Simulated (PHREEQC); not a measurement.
**Silver or lead bath: an equilibrium model**

Solution (55 °C): 0.36 mmol/kgw Ag2SO4 and 3.4 mmol/kgw HBF4. Closed to the air; pH follows from the charge balance.

Computed with PHREEQC (ion-association model, wateq4f.dat).

Each row changes one thing in this solution. Precipitation was switched off in this run.

```json
[
 {"case": "as made", "pH": "2.60", "ionic strength (mol/kgw)": "0.00367"},
 {"case": "HBF4 from 0.0034 to 0.0017 mol/kgw", "pH": "[?]", "ionic strength (mol/kgw)": "0.00254"},
 {"case": "0.0014 mol/kgw NaOH added", "pH": "2.79", "ionic strength (mol/kgw)": "0.00415"},
 {"case": "HBF4 left out", "pH": "6.59", "ionic strength (mol/kgw)": "[?]"},
 {"case": "temperature from 55 to 70 °C", "pH": "2.65", "ionic strength (mol/kgw)": "0.00335"},
 {"case": "HBF4 from 0.0034 to 0.00068 mol/kgw", "pH": "3.09", "ionic strength (mol/kgw)": "[?]"},
 {"case": "diluted 100-fold with water", "pH": "3.98", "ionic strength (mol/kgw)": "0.000117"},
 {"case": "Ag2SO4 left out", "pH": "2.58", "ionic strength (mol/kgw)": "0.00278"}
]
```

### Question
Fill in the missing entries.

### Answer

- HBF4 from 0.0034 to 0.0017 mol/kgw, pH: 2.84
- HBF4 left out, ionic strength (mol/kgw): 0.00107
- HBF4 from 0.0034 to 0.00068 mol/kgw, ionic strength (mol/kgw): 0.00188

Species that the database lacks are ignored. Constants without temperature data keep their 25 °C values here. Real BF4- forms and hydrolyses slowly; the run takes it at equilibrium.
